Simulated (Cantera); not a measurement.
# Ignition delay

Mixture: CH4 : CO : O2 : N2 = 1 : 0.052 : 4.05 : 15.2 (molar parts), equivalence ratio 0.50, at 1.00 atm, adiabatic and at constant pressure. Ignition delay is the time to a rise of 400 K.

Detailed kinetics in Cantera: GRI-Mech 3.0 (53 species, 325 reactions).

| T0 (K) | delay (ms) |
|---|---|
| 1075 | 220 |
| 1125 | 98.3 |
| 1175 | 45.8 |
| 1225 | 22.3 |
| 1275 | 11.3 |
| 1325 | 5.98 |
| 1375 | 3.31 |

* **apparent activation energy between 1275 and 1375 K**: 180 kJ/mol
